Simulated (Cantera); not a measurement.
Hydrogen reduction and annealing atmospheres: PbO + H₂ + N₂

Charge: 1 mol PbO, 640 mol H₂, 0.39 mol N₂, equilibrated at 1250 °C and 0.113 Torr.

These are equilibrium values from Cantera (NASA tables, ideal gas, pure condensed phases), not measurements of a reactor. Candidate condensed phases: H₂O, Pb, PbO, PbO₂, Pb₃O₄; 27 gas species. The numbers say what is thermodynamically allowed, not how fast it happens.

```yaml
x(H₂): 0.994
x(H): 0.00189
x(Pb): 0.00156
x(H₂O): 0.00156
x(N₂): 0.000607
gas_amount: 642.0 mol
log10 activity of Pb(l) (absent): -5.12
```
